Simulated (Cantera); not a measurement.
Feed: 1 mol Ta, 2.2 mol O2, 12 mol H2, equilibrated at 923.15 K and 0.000230 bar.

Method: chemical equilibrium by Gibbs-energy minimisation in Cantera with the NASA 1993 tables (ideal gas, pure condensed phases). Candidate condensed phases: H2O, Ta, Ta2O5; 12 gas species. Rates play no part.

Base state: H2 0.842, H2O 0.158 (mole fractions); condensed: Ta2O5(s).

**Question.** What changes in the equilibrium state with this change: temperature from 923.15 K to 2400 K?

**Answer.** 
| species | before | after |
|---|---|---|
| H | 1.49e-8 | 0.550 |
| H2 | 0.842 | 0.275 |
| H2O | 0.158 | 0.0642 |
| TaO2 | <1e-9 | 0.0519 |
| O | <1e-9 | 0.0316 |
| OH | <1e-9 | 0.0236 |
| O2 | <1e-9 | 0.00306 |
| TaO | <1e-9 | 0.000326 |
| Ta2O5(s), mol | 0.500 | 0 |
